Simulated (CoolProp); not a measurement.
Vapour-liquid equilibrium of R152A (1) + n-pentane (2) at 258.8 K; x and y are mole fractions of (1).

Values from CoolProp's multi-fluid Helmholtz-energy mixture model, Outcalt 1996 and Thol 2019; pair parameters Bell 2016.

Task: Give the bubble pressure and the first vapour's composition at x = 0.05, 0.35, 0.5. Is there an azeotrope?

Result: x = 0.05: 0.4565 bar, y = 0.740; x = 0.35: 1.242 bar, y = 0.917; x = 0.5: 1.308 bar, y = 0.924. No azeotrope shows between x = 0.05 and 0.95.

The pair parameters rest on a limited set of measurements; away from them the model extrapolates. With so large a gap from Raoult's law the liquid may split in two, which this calculation doesn't test in full.
